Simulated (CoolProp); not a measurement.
Hexamethyldisiloxane (MM) along the isobar 9.95 MPa: density (kg/m³) from the reference equation and from simpler models built on Tc = 245.6 °C, pc = 1.931 MPa, ω = 0.418; each cubic takes its own stable root.

Model: reference Helmholtz-energy equation of state, Thol 2016, in CoolProp.

```json
[
 {"T (°C)": "210.85", "phase": "liquid", "reference": "583.8", "van der Waals": "418.3", "Soave-Redlich-Kwong": "559.0"},
 {"T (°C)": "221.25", "phase": "liquid", "reference": "571.9", "van der Waals": "[?]", "Soave-Redlich-Kwong": "546.8"},
 {"T (°C)": "231.75", "phase": "liquid", "reference": "559.7", "van der Waals": "[?]", "Soave-Redlich-Kwong": "534.1"},
 {"T (°C)": "242.25", "phase": "liquid", "reference": "547.3", "van der Waals": "405.2", "Soave-Redlich-Kwong": "521.2"},
 {"T (°C)": "252.65", "phase": "supercritical", "reference": "534.9", "van der Waals": "400.8", "Soave-Redlich-Kwong": "508.2"},
 {"T (°C)": "263.15", "phase": "supercritical", "reference": "522.2", "van der Waals": "396.3", "Soave-Redlich-Kwong": "494.8"},
 {"T (°C)": "273.65", "phase": "supercritical", "reference": "509.4", "van der Waals": "391.8", "Soave-Redlich-Kwong": "[?]"},
 {"T (°C)": "284.05", "phase": "supercritical", "reference": "496.5", "van der Waals": "387.3", "Soave-Redlich-Kwong": "467.8"},
 {"T (°C)": "294.55", "phase": "supercritical", "reference": "483.4", "van der Waals": "382.7", "Soave-Redlich-Kwong": "454.1"},
 {"T (°C)": "304.95", "phase": "supercritical", "reference": "470.4", "van der Waals": "378.1", "Soave-Redlich-Kwong": "[?]"},
 {"T (°C)": "315.45", "phase": "supercritical", "reference": "[?]", "van der Waals": "373.5", "Soave-Redlich-Kwong": "426.9"},
 {"T (°C)": "325.95", "phase": "supercritical", "reference": "443.9", "van der Waals": "368.8", "Soave-Redlich-Kwong": "413.4"},
 {"T (°C)": "336.35", "phase": "supercritical", "reference": "430.9", "van der Waals": "364.1", "Soave-Redlich-Kwong": "400.3"},
 {"T (°C)": "346.85", "phase": "supercritical", "reference": "417.8", "van der Waals": "[?]", "Soave-Redlich-Kwong": "387.4"}
]
```

Some entries are withheld; supply them.


- 221.25, van der Waals: 414.0
- 231.75, van der Waals: 409.6
- 273.65, Soave-Redlich-Kwong: 481.3
- 304.95, Soave-Redlich-Kwong: 440.5
- 315.45, reference: 457.2
- 346.85, van der Waals: 359.4
